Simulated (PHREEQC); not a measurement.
Solution (25 °C): 0.0011 mol/kgw LiOH, 0.0013 mol/kgw H3BO3 and 0.028 mol/kgw K2CO3. Closed to the air; pH follows from the charge balance.

Computed with PHREEQC (ion-association model, wateq4f.dat).

Problem. The ionic strength comes out as 0.0831 mol/kgw. What activity coefficients do H2BO3-, HCO3-, K+, CO3-2, OH- get?

Solution. H2BO3- 0.76, HCO3- 0.80, K+ 0.78, CO3-2 0.41, OH- 0.78.

No solid was allowed to form. Complexes and solids missing from the database can't appear.
